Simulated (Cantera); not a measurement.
Feed: 1 mol Si, 3.8 mol HCl, 12 mol H2, held at 1225 °C and 0.133 bar.

Method: chemical equilibrium by Gibbs-energy minimisation in Cantera with the NASA 1993 tables (ideal gas, pure condensed phases). Candidate condensed phases: Si; 19 gas species. The tables' values for SiCl3 are old estimates; treat these amounts as uncertain. Rates play no part.

Base state: H2 0.828, HCl 0.113, SiCl2 0.0494, SiCl3 0.00565, SiCl4 0.00206, SiHCl3 0.00156, SiH2Cl2 0.000186, H 4.28e-5 (mole fractions); condensed: Si(s).

Q: What changes in the equilibrium state with this change: temperature from 1225 °C to 300 °C?

A: 
| species | before | after |
|---|---|---|
| H2 | 0.828 | 0.932 |
| SiCl4 | 0.00206 | 0.0541 |
| SiHCl3 | 0.00156 | 0.0133 |
| HCl | 0.113 | 5.39e-5 |
| SiCl2 | 0.0494 | <1e-9 |
| SiCl3 | 0.00565 | 4.36e-8 |
| H | 4.28e-5 | <1e-9 |
| SiH2Cl2 | 0.000186 | 0.000149 |
| Si(s), mol | 0.0756 | 0 |

Q: What changes in the equilibrium state with this change: HCl from 3.8 to 2.4 mol?

A: 
```
species      before     after
----------  -------  --------
H2            0.828     0.873
HCl           0.113    0.0915
SiCl2        0.0494    0.0308
SiCl4       0.00206  0.000800
SiCl3       0.00565   0.00278
SiHCl3      0.00156  0.000785
Si(s), mol   0.0756     0.494
```
